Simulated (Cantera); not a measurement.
Feed: 1 mol PH₃, 0.35 mol H₂, 0.059 mol O₂, held at 0.133 bar.

Method: chemical equilibrium by Gibbs-energy minimisation in Cantera with the NASA 1993 tables (ideal gas, pure condensed phases). Candidate condensed phases: H₂O, P, P₄O₁₀; 31 gas species. Ions and electrons are included (thermal ionisation). Gases not in the tables: HPO₂, HPO₃ and P₄O₆. The numbers say what is thermodynamically allowed, not how fast it happens.

Q: At 3727 °C, list the 4 most abundant gas species with their mole fractions, and the condensed phases.

A: H 0.749, P 0.187, H₂ 0.0294, PO 0.0159. Condensed: gas only.
